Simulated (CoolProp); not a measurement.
Vapour-liquid equilibrium of n-hexane (1) + p-xylene (2) at 5.71 bar; x and y are mole fractions of (1).

Model: multi-fluid Helmholtz-energy mixture model, Thol 2019 and Zhou 2012; pair parameters Bell 2016, in CoolProp.

Question: Give the bubble temperature and the first vapour's composition at x = 0.425, 0.5, 0.725. Is there an azeotrope?

Answer: x = 0.425: 440.4 K, y = 0.749; x = 0.5: 435.1 K, y = 0.801; x = 0.725: 422.0 K, y = 0.910. No azeotrope shows between x = 0.05 and 0.95.

The pair parameters rest on a limited set of measurements; away from them the model extrapolates.
